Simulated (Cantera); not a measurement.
Cantera run:

```python
import numpy as np
import cantera as ct

gas_names = """
    Cu CuF CuF2 Cu2 F F2 H HF H2 H2F2 H3F3 H4F4 H5F5 H6F6 H7F7 N NF NF2 NF3 NH NH2 NH3 N2 N2H2 N2H4
""".split()
cond_names = """
    Cu(cr) Cu(L) CuF2(s) CuF2(L)
""".split()


# ... load() reads the species with a 1 bar reference pressure and builds the phases ...
atoms = {
    'Cu': {'Cu': 1},
    'HF': {'H': 1, 'F': 1},
    'N2': {'N': 2},
}
top_T = {}  # K; cautious upper limits of use, not melting points


# ... equilibrate(T, P, feed) seeds the gas with the atoms and calls Mixture.equilibrate('TP', solver="vcs", rtol=1e-11, max_steps=5000) ...
results = []
feed = {'Cu': 1, 'HF': 3.3, 'N2': 0.18}  # mol
P = 4.8  # Pa
for T in [900, 950, 1000, 1050, 1100, 1150, 1200, 1250, 1300, 1350]:
    mix = equilibrate(T, P, feed)
    results.append((T, P, feed, dict(zip(mix.species_names, mix.species_moles))))

top = {s: max(r[3][s] / sum(r[3][g] for g in gas_names) for r in results) for s in gas_names}
cols = sorted((s for s in top if top[s] > 0.001), key=lambda s: -top[s])[:5]
seen = [c for c in cond_names if any(r[3].get(c, 0) > 1e-12 for r in results)]
print("log10 of partial pressures in bar; condensed amounts in mol")
print(f"{'T/K':>10s}" + "".join(f"{s[:9]:>10s}" for s in cols + seen))
for T, P, feed, n in results:
    ng = sum(n[g] for g in gas_names)
    print(f"{T:10.4g}" + "".join(f"{np.log10(max(n[s] / ng * P / 1e5, 1e-99)):10.3f}" for s in cols)
          + "".join(f"{n.get(c, 0):10.4g}" for c in seen))
```

Result:

```
log10 of partial pressures in bar; condensed amounts in mol
       T/K        HF        N2        Cu       CuF        H2    Cu(cr)
       900    -4.342    -5.605   -12.744    -9.975   -10.275         1
       950    -4.342    -5.605   -11.724    -9.452    -9.752         1
      1000    -4.342    -5.605   -10.807    -8.981    -9.282    0.9999
      1050    -4.342    -5.605    -9.978    -8.557    -8.858    0.9998
      1100    -4.342    -5.605    -9.225    -8.171    -8.472    0.9995
      1150    -4.342    -5.605    -8.539    -7.819    -8.120    0.9987
      1200    -4.342    -5.605    -7.911    -7.498    -7.799    0.9968
      1250    -4.343    -5.606    -7.334    -7.202    -7.504    0.9921
      1300    -4.345    -5.607    -6.802    -6.931    -7.233      0.98
      1350    -4.349    -5.610    -6.310    -6.682    -6.985    0.9488
```

Equilibrium computed with Cantera from the NASA thermochemical tables; the gas is ideal and each condensed phase is pure.
